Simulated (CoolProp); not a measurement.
Vapour-liquid equilibrium of R141b (1) + n-pentane (2) at 290 kPa; x and y are mole fractions of (1).

The numbers come from the multi-fluid Helmholtz-energy mixture model, Lemmon 2006 and Thol 2019; pair parameters Bell 2016 in CoolProp.

| x | bubble temperature (K) | y at the bubble point | dew temperature at overall composition x (K) | liquid density (mol/L) |
|---|---|---|---|---|
| 0.05 | 342.8 | 0.076 | 343.2 | 8.017 |
| 0.2 | 340.3 | 0.257 | 341.0 | 8.267 |
| 0.35 | 338.8 | 0.399 | 339.3 | 8.526 |
| 0.5 | 338.0 | 0.526 | 338.2 | 8.800 |
| 0.65 | 337.8 | 0.652 | 337.8 | 9.091 |
| 0.8 | 338.0 | 0.788 | 338.0 | 9.400 |
| 0.95 | 338.6 | 0.943 | 338.7 | 9.727 |

y crosses x between x = 0.65 and 0.8: the model has an azeotrope there.

Pair parameters are fitted to limited data, so mixtures are less certain than the pure fluids.
